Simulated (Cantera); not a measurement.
Standard-state values (1 bar) from the NASA 1993 polynomials, evaluated with Cantera. Values are per mole of reaction as written; species without (g) are pure solids or liquids, kept so even where they would boil at 1 bar.

CsCl ⇌ Cl(g) + Cs(g), with ΔH° = 640.6 kJ and ΔS° = 239.5 J/K at 300 K.

### Question
How far is the shortcut ΔG° ≈ ΔH°(300 K) − T·ΔS°(300 K) from the full temperature-dependent value at 1550, 1625, 1700, 1775, 1850, 1925 K?

### Answer
| T (K) | shortcut (kJ) | full (kJ) | difference (kJ) | difference in log10 K | condensed phases |
|---|---|---|---|---|---|
| 1550 | 269.3 | 306.3 | -36.9 | 1.24 | CsCl(l) |
| 1625 | 251.4 | 292.7 | -41.3 | 1.33 | CsCl(l) |
| 1700 | 233.4 | 279.2 | -45.8 | 1.41 | CsCl(l) |
| 1775 | 215.4 | 265.8 | -50.3 | 1.48 | CsCl(l) |
| 1850 | 197.5 | 252.5 | -55.0 | 1.55 | CsCl(l) |
| 1925 | 179.5 | 239.3 | -59.8 | 1.62 | CsCl(l) |
The shortcut ignores heat capacities and the phase changes listed.
